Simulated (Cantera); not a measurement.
Source: NASA polynomial tables (part measured, part estimated), evaluated in Cantera. Values are per mole of reaction as written; species without (g) are pure solids or liquids, kept so even where they would boil at 1 bar. TiC: taken at fixed stoichiometry.

4 TiC + 3 CCl4(g) ⇌ 7 C + 4 TiCl3(g), with ΔH° = -1133.6 kJ and ΔS° = 280.2 J/K at 300 K.

Q: How far is the shortcut ΔG° ≈ ΔH°(300 K) − T·ΔS°(300 K) from the full temperature-dependent value at 1648, 1748, 1848, 1948, 2048, 2148 K?

A: 
```json
[
 {"T (K)": "1648", "shortcut (kJ)": "-1595.4", "full (kJ)": "-1543.2", "difference (kJ)": "-52.2", "difference in log10 K": "1.66"},
 {"T (K)": "1748", "shortcut (kJ)": "-1623.4", "full (kJ)": "-1565.4", "difference (kJ)": "-58.1", "difference in log10 K": "1.73"},
 {"T (K)": "1848", "shortcut (kJ)": "-1651.5", "full (kJ)": "-1587.4", "difference (kJ)": "-64.1", "difference in log10 K": "1.81"},
 {"T (K)": "1948", "shortcut (kJ)": "-1679.5", "full (kJ)": "-1609.2", "difference (kJ)": "-70.3", "difference in log10 K": "1.89"},
 {"T (K)": "2048", "shortcut (kJ)": "-1707.5", "full (kJ)": "-1630.8", "difference (kJ)": "-76.7", "difference in log10 K": "1.96"},
 {"T (K)": "2148", "shortcut (kJ)": "-1735.5", "full (kJ)": "-1652.2", "difference (kJ)": "-83.4", "difference in log10 K": "2.03"}
]
```
The shortcut ignores the heat-capacity change of the reaction.
